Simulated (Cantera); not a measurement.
## Adiabatic ignition

An adiabatic, constant-pressure homogeneous reactor starts with 11.3 % CH4, 18.8 % O2, 63.9 % N2, 6.08 % H2, at 1500 K and 1.50 bar.

Model: GRI-Mech 3.0 (53 species, 325 reactions), integrated in Cantera.

```csv
t (s),T (K),x CH4,x O2,x H2,x OH,x CH2,x H2O2
1.00e-6,1500,0.113,0.188,0.0608,1.50e-8,<1e-12,1.76e-9
2.45e-6,1500,0.113,0.188,0.0608,2.42e-8,<1e-12,9.37e-9
6.02e-6,1500,0.113,0.188,0.0608,4.92e-8,1.18e-12,4.31e-8
1.48e-5,1500,0.113,0.188,0.0608,1.57e-7,1.54e-11,1.54e-7
3.62e-5,1500,0.112,0.188,0.0608,1.11e-6,8.69e-10,4.20e-7
8.88e-5,1513,0.109,0.186,0.0600,1.44e-5,1.12e-7,2.25e-6
0.000218,2707,<1e-12,0.00602,0.0648,0.0196,<1e-12,1.73e-7
0.000534,2832,<1e-12,0.00364,0.0632,0.0163,<1e-12,1.84e-7
0.00131,2827,<1e-12,0.00338,0.0640,0.0158,<1e-12,1.76e-7
0.00321,2825,<1e-12,0.00329,0.0643,0.0156,<1e-12,1.73e-7
0.00788,2825,<1e-12,0.00329,0.0643,0.0156,<1e-12,1.72e-7
0.0193,2825,<1e-12,0.00329,0.0643,0.0156,<1e-12,1.72e-7
0.0474,2825,<1e-12,0.00329,0.0643,0.0156,<1e-12,1.72e-7
0.116,2825,<1e-12,0.00329,0.0643,0.0156,<1e-12,1.72e-7
0.285,2825,<1e-12,0.00329,0.0643,0.0156,<1e-12,1.72e-7
0.700,2825,<1e-12,0.00329,0.0643,0.0156,<1e-12,1.72e-7
```
x: mole fraction; the columns are a selection and need not sum to one.

| Property | Value |
|---|---|
| time of steepest temperature rise | 0.181 ms |
| temperature at 0.700 s | 2825 K |
| equilibrium temperature | 2825 K |
| x(CH4) at 0.700 s | <1e-12 (gas-phase equilibrium <1e-12) |
| x(O2) at 0.700 s | 0.00329 (gas-phase equilibrium 0.00329) |
| x(H2) at 0.700 s | 0.0643 (gas-phase equilibrium 0.0643) |
